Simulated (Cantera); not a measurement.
What does this Cantera script print?

```python
import numpy as np
import cantera as ct

gas_names = """
    Fe FeO Fe(OH)2 H HO2 H2 H2O H2O2 O OH O2 O3
""".split()
cond_names = """
    Fe(a) Fe(c) Fe(d) Fe(L) FeO(s) FeO(L) Fe(OH)2(s) Fe(OH)3(s) Fe2O3(s) Fe3O4(s) H2O(s) H2O(L)
""".split()


def load(file, names, dense=False):
    # The tables refer to 1 bar. Condensed volumes are neglected.
    table = {s.name: s for s in ct.Species.list_from_file(file)}
    out = []
    for n in names:
        d = dict(table[n].input_data)
        d["thermo"] = dict(d["thermo"], **{"reference-pressure": 1e5})
        if dense:
            d["equation-of-state"] = {"model": "constant-volume", "density": "1e6 g/cm^3"}
        out.append(ct.Species.from_dict(d))
    return out


gas = ct.Solution(thermo="ideal-gas", species=load("nasa_gas.yaml", gas_names))
cond = {s.name: ct.Solution(thermo="fixed-stoichiometry", species=[s], name=s.name)
        for s in load("nasa_condensed.yaml", cond_names, dense=True)}
atoms = {
    'Fe3O4': {'Fe': 3, 'O': 4},
    'H2O': {'H': 2, 'O': 1},
    'O2': {'O': 2},
}
top_T = {'Fe2O3(s)': 1830, 'Fe3O4(s)': 1870}  # K; cautious upper limits of use, not melting points


def equilibrate(T, P, feed):
    n = {}
    for name, mol in feed.items():
        for a, k in atoms[name].items():
            n[a] = n.get(a, 0.0) + k * mol
    gas.TPX = T, P, n
    mass = sum(n.values()) * gas.mean_molecular_weight
    gas.equilibrate("TP")
    valid = [c for c in cond.values() if c.min_temp <= T <= top_T.get(c.name, c.max_temp)]
    mix = ct.Mixture([(gas, mass / gas.mean_molecular_weight)] + [(c, 0.0) for c in valid])
    mix.T, mix.P = T, P
    mix.equilibrate("TP", solver="vcs", rtol=1e-11, max_steps=5000)
    return mix


results = []
feed = {'Fe3O4': 1, 'H2O': 1.1, 'O2': 0.51}  # mol
T = 1423  # K
P = 30000  # Pa
mix = equilibrate(T, P, feed)
results.append((T, P, feed, dict(zip(mix.species_names, mix.species_moles))))
x = sorted(zip(gas.X, gas.species_names), reverse=True)
print(f"T = {T:g} K  P = {P:g} Pa  gas = {mix.phase_moles(0):.4g} mol")
print("   x: " + "  ".join(f"{s} {v:.3e}" for v, s in x if v > 1e-06))
print("   condensed (mol): " + ("  ".join(f"{mix.phase(i).name} {mix.phase_moles(i):.4g}"
      for i in range(1, mix.n_phases) if mix.phase_moles(i) > 1e-12) or "none"))
```

Output:

```
T = 1423 K  P = 30000 Pa  gas = 1.36 mol
   x: H2O 8.087e-01  O2 1.911e-01  OH 1.449e-04  H2 2.159e-06  O 1.075e-06
   condensed (mol): Fe2O3(s) 1.5
```

Cantera equilibrium calculation (NASA polynomials, part measured and part estimated; ideal gas, pure solids and liquids).
